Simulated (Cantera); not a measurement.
A closed system holds: 1 mol CuO, 2.2 mol CH₄, 0.56 mol H₂, held at 13.3 mbar.

These are equilibrium values from Cantera (NASA tables, ideal gas, pure condensed phases), not measurements of a reactor. Candidate condensed phases: C, C₆H₆, C₇H₈, C₈H₁₈, Cu, CuO, Cu(OH)₂, Cu₂O, H₂O; 113 gas species. The numbers say what is thermodynamically allowed, not how fast it happens.

x: gas mole fraction; n: condensed amount in mol.

```json
[
 {"T (K)": "1150", "x H₂": "0.832", "x CO": "0.168", "x CH₄": "0.000216", "x Cu": "2.17e-7", "x H₂O": "8.72e-5", "x H": "(withheld)", "x CO₂": "1.48e-5", "n C(graphite)": "1.20", "n Cu(s)": "1.000", "n Cu(l)": "0"},
 {"T (K)": "1175", "x H₂": "0.832", "x CO": "0.168", "x CH₄": "0.000177", "x Cu": "4.54e-7", "x H₂O": "6.45e-5", "x H": "(withheld)", "x CO₂": "1.02e-5", "n C(graphite)": "1.20", "n Cu(s)": "1.000", "n Cu(l)": "0"},
 {"T (K)": "1200", "x H₂": "0.832", "x CO": "0.168", "x CH₄": "0.000146", "x Cu": "9.21e-7", "x H₂O": "4.83e-5", "x H": "(withheld)", "x CO₂": "7.09e-6", "n C(graphite)": "1.20", "n Cu(s)": "1.000", "n Cu(l)": "0"},
 {"T (K)": "1225", "x H₂": "0.832", "x CO": "0.168", "x CH₄": "0.000121", "x Cu": "1.81e-6", "x H₂O": "3.66e-5", "x H": "(withheld)", "x CO₂": "5.02e-6", "n C(graphite)": "1.20", "n Cu(s)": "1.000", "n Cu(l)": "0"},
 {"T (K)": "1250", "x H₂": "0.832", "x CO": "0.168", "x CH₄": "0.000101", "x Cu": "3.48e-6", "x H₂O": "2.80e-5", "x H": "(withheld)", "x CO₂": "3.61e-6", "n C(graphite)": "1.20", "n Cu(s)": "1.000", "n Cu(l)": "0"},
 {"T (K)": "1275", "x H₂": "0.832", "x CO": "0.168", "x CH₄": "8.56e-5", "x Cu": "6.49e-6", "x H₂O": "2.17e-5", "x H": "(withheld)", "x CO₂": "2.63e-6", "n C(graphite)": "1.20", "n Cu(s)": "1.000", "n Cu(l)": "0"},
 {"T (K)": "1300", "x H₂": "0.832", "x CO": "0.168", "x CH₄": "7.26e-5", "x Cu": "1.18e-5", "x H₂O": "1.70e-5", "x H": "(withheld)", "x CO₂": "1.94e-6", "n C(graphite)": "1.20", "n Cu(s)": "1.000", "n Cu(l)": "0"},
 {"T (K)": "1325", "x H₂": "0.832", "x CO": "0.168", "x CH₄": "6.20e-5", "x Cu": "2.11e-5", "x H₂O": "1.34e-5", "x H": "(withheld)", "x CO₂": "1.45e-6", "n C(graphite)": "1.20", "n Cu(s)": "1.000", "n Cu(l)": "0"},
 {"T (K)": "1350", "x H₂": "0.832", "x CO": "0.168", "x CH₄": "5.32e-5", "x Cu": "3.67e-5", "x H₂O": "1.07e-5", "x H": "(withheld)", "x CO₂": "1.09e-6", "n C(graphite)": "1.20", "n Cu(s)": "1.000", "n Cu(l)": "0"},
 {"T (K)": "1375", "x H₂": "0.832", "x CO": "0.168", "x CH₄": "4.59e-5", "x Cu": "6.17e-5", "x H₂O": "8.56e-6", "x H": "(withheld)", "x CO₂": "8.35e-7", "n C(graphite)": "1.20", "n Cu(s)": "0", "n Cu(l)": "1.000"},
 {"T (K)": "1400", "x H₂": "0.832", "x CO": "0.168", "x CH₄": "3.99e-5", "x Cu": "0.000101", "x H₂O": "6.93e-6", "x H": "(withheld)", "x CO₂": "6.44e-7", "n C(graphite)": "1.20", "n Cu(s)": "0", "n Cu(l)": "0.999"}
]
```

Problem. Fill in the missing entries.

Solution. 
- 1150, x H: 5.89e-7
- 1175, x H: 9.68e-7
- 1200, x H: 1.56e-6
- 1225, x H: 2.46e-6
- 1250, x H: 3.82e-6
- 1275, x H: 5.82e-6
- 1300, x H: 8.74e-6
- 1325, x H: 1.29e-5
- 1350, x H: 1.88e-5
- 1375, x H: 2.71e-5
- 1400, x H: 3.84e-5
